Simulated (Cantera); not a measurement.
A closed system holds: 1 mol B, 0.081 mol H₂O, 0.35 mol N₂, at 1452 °C and 0.00420 bar.

Equilibrium computed with Cantera from the NASA thermochemical tables; the gas is ideal and each condensed phase is pure. Candidate condensed phases: B, BN, B₂O₃, B₃O₃H₃, H₂O; 39 gas species. Mutual solubility and eutectic melting of coexisting phases are not modelled. The tables' values for BH₂ are old estimates; treat these amounts as uncertain. Equilibrium is a limit: real reactors are often held back by kinetics, nucleation or transport.

Base state: H₂ 0.588, B₂O₂ 0.202, HBO 0.164, B₂O₃ 0.0289, BO 0.0119, HBO₂ 0.00300, H 0.00220, N₂ 0.000239 (mole fractions); condensed: B(s) + BN(s).

Problem. What changes in the equilibrium state with this change: temperature from 1452 °C to 1202 °C?

Solution. 
```
species         before     after
------------  --------  --------
H₂               0.588     0.940
HBO              0.164    0.0406
B₂O₂             0.202    0.0140
BO              0.0119  0.000227
B₂O₃            0.0289   0.00307
N₂            0.000239   6.58e-7
B₂O            7.70e-5   5.17e-7
B₃O₃H₃         2.02e-5  0.000409
H              0.00220  0.000194
B(s), mol        0.223     0.244
BN(s), mol       0.700     0.700
B₂O₃(l), mol         0    0.0247
```
N₂ is the only nitrogen source here; it is nearly inert below about 1500 K, so the nitride shown seldom forms there in practice.

Problem. What changes in the equilibrium state with this change: N₂ from 0.35 to 69 mol?

Solution. 
```tsv
species	before	after
N₂	0.000239	0.998
H₂	0.588	0.00102
BO	0.0119	0.000375
B₂O₂	0.202	0.000199
HBO	0.164	0.000215
B₂O₃	0.0289	5.82e-5
BH₂	4.37e-5	1.18e-9
B₃O₃H₃	2.02e-5	<1e-9
B₂O	7.70e-5	3.74e-8
HBO₂	0.00300	8.01e-6
H₂O	1.97e-5	6.97e-8
B(s), mol	0.223	0
BN(s), mol	0.700	0.924
```

Problem. What changes in the equilibrium state with this change: 0.51 mol H₂ added?

Solution. 
| species | before | after |
|---|---|---|
| H₂ | 0.588 | 0.896 |
| HBO | 0.164 | 0.0705 |
| B₂O₂ | 0.202 | 0.0244 |
| B₂O₃ | 0.0289 | 0.00121 |
| BO | 0.0119 | 0.00414 |
| B₃O₃H₃ | 2.02e-5 | 1.60e-6 |
| HBO₂ | 0.00300 | 0.000448 |
| B₂O | 7.70e-5 | 2.68e-5 |
| B(s), mol | 0.223 | 0.220 |
| BN(s), mol | 0.700 | 0.700 |
